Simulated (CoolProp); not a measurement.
A Linde-Hampson liquefier for normal hydrogen: isothermal reversible compression at 280 K from 1 atm to 15 MPa, throttling to 1 atm, return gas leaving the recuperator 10 K below the feed. Each further row changes one setting.

The numbers come from the reference Helmholtz-energy equation of state, Leachman 2009 in CoolProp.

```tsv
case	compression work (kJ/kg of gas)
as stated	5880
high pressure 30 MPa	6790
warm-end temperature 310 K	6500
warm-end gap 15 K	5880
```
